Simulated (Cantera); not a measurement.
An isothermal, constant-pressure homogeneous reactor starts with 3.89 % H2, 96.1 % O2, at 1250 K and 280 Pa.

Model: the H2/O2 subset of GRI-Mech 3.0, which has no nitrogen chemistry, integrated in Cantera. Radical loss at walls, strong at low pressure, is not modelled. The temperature is held fixed by assumption; the heat of reaction is taken as removed at once.

x: mole fraction; the columns are a selection and need not sum to one.

```csv
t (s),x H2,x O2,x HO2,x O,x OH,x H2O,x H2O2
7.00e-5,0.0389,0.961,1.25e-9,2.28e-10,2.22e-10,1.46e-11,<1e-12
0.000172,0.0389,0.961,3.07e-9,1.16e-9,1.08e-9,1.83e-10,<1e-12
0.000421,0.0389,0.961,7.53e-9,5.32e-9,4.57e-9,2.00e-9,1.59e-12
0.00103,0.0389,0.961,1.85e-8,2.72e-8,2.07e-8,2.11e-8,9.52e-12
0.00253,0.0389,0.961,4.54e-8,3.10e-7,2.21e-7,3.78e-7,5.64e-11
0.00622,0.0388,0.961,1.34e-7,5.70e-5,4.03e-5,7.74e-5,3.42e-10
0.0153,0.00146,0.930,5.83e-7,0.0261,0.00432,0.0323,(withheld)
0.0374,0.000533,0.928,5.12e-7,0.0287,0.00321,0.0344,1.35e-8
0.0918,0.000514,0.930,5.07e-7,0.0275,0.00315,0.0346,1.35e-8
0.225,0.000471,0.933,4.94e-7,0.0249,0.00302,0.0351,1.35e-8
0.552,0.000382,0.938,4.63e-7,0.0198,0.00273,0.0360,1.35e-8
1.35,0.000239,0.947,3.92e-7,0.0121,0.00217,0.0374,1.30e-8
3.32,9.79e-5,0.955,2.66e-7,0.00484,0.00139,0.0386,(withheld)
8.15,2.62e-5,0.959,1.28e-7,0.00128,0.000723,0.0392,(withheld)
20.0,5.67e-6,0.960,4.54e-8,0.000276,0.000337,0.0395,(withheld)
```

Q: Some entries are withheld; supply them.

A: 
- 0.0153, x H2O2: 2.31e-8
- 3.32, x H2O2: 1.08e-8
- 8.15, x H2O2: 6.93e-9
- 20.0, x H2O2: 3.36e-9
